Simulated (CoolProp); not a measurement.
Vapour-liquid equilibrium of R143a (1) + R1234yf (2) at 1060 kPa; x and y are mole fractions of (1).

The numbers come from the multi-fluid Helmholtz-energy mixture model, Lemmon and Jacobsen 2000 and Lemmon 2022; pair parameters Bell 2016 in CoolProp.

Q: Give the bubble temperature and the first vapour's composition at x = 0.2, 0.35, 0.8. Is there an azeotrope?

A: x = 0.2: 35.5 °C, y = 0.284; x = 0.35: 31.6 °C, y = 0.458; x = 0.8: 22.0 °C, y = 0.859. No azeotrope shows between x = 0.05 and 0.95.

Pair parameters are fitted to limited data, so mixtures are less certain than the pure fluids.
